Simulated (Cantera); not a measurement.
Charge: 1 mol Cr, 5.9 mol O2, 0.29 mol NH3, held at 1.00 bar.

Equilibrium computed with Cantera from the NASA thermochemical tables; the gas is ideal and each condensed phase is pure. Candidate condensed phases: Cr, CrN, Cr2N, Cr2O3, H2O; 29 gas species. Gases not in the tables: CrO2(OH)2. Rates play no part.

Task: Which condensed phases are stable at each of these points (T (K)): 1150, 1300, 1450, 1600, 1750, 1900, 2050, 2200, 2350, 2500, 2650, 2800?

Result: 
```csv
T (K),condensed phases,Cr condensed (%)
1150,Cr2O3(s),100.0
1300,Cr2O3(s),100.0
1450,Cr2O3(s),100.0
1600,Cr2O3(s),100.0
1750,Cr2O3(s),100.0
1900,Cr2O3(s),100.0
2050,Cr2O3(s),99.9
2200,Cr2O3(s),99.7
2350,Cr2O3(s),98.7
2500,Cr2O3(s),95.3
2650,Cr2O3(l),85.5
2800,Cr2O3(l),62.4
```

From 1150 K to 2500 K the condensed part is Cr2O3(s). From 2650 K to 2800 K the condensed part is Cr2O3(l).
